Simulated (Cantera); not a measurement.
A closed system holds: 1 mol Si, 0.025 mol CO₂, 87 mol H₂, at 750 Torr.

Method: chemical equilibrium by Gibbs-energy minimisation in Cantera with the NASA 1993 tables (ideal gas, pure condensed phases). Candidate condensed phases: C, C₆H₆, C₇H₈, C₈H₁₈, H₂O, Si, SiC, SiO₂; 123 gas species. Mutual solubility and eutectic melting of coexisting phases are not modelled. Gases not in the tables: Si₂H₆ and higher silanes. The numbers say what is thermodynamically allowed, not how fast it happens. All values below are at 1800 °C.

Base state: H₂ 0.996, H 0.00263, SiO 0.000392, CO 0.000181, SiH₂ 0.000158, Si 9.97e-5, SiH 5.72e-5, CH₄ 2.49e-5 (mole fractions); condensed: Si(l) + SiC(s).

Q: What changes in the equilibrium state with this change: CO₂ from 0.025 to 2 mol?

A: 
| species | before | after |
|---|---|---|
| H₂ | 0.996 | 0.953 |
| CO | 0.000181 | 0.0221 |
| SiO | 0.000392 | 0.0111 |
| H₂O | 2.25e-7 | 0.0110 |
| CO₂ | <1e-9 | 5.29e-5 |
| SiH₂ | 0.000158 | 8.32e-8 |
| SiH | 5.72e-5 | 3.08e-8 |
| Si | 9.97e-5 | 5.49e-8 |
| CH₄ | 2.49e-5 | 5.42e-8 |
| Si(l), mol | 0.932 | 0 |
| SiC(s), mol | 0.00553 | 0 |
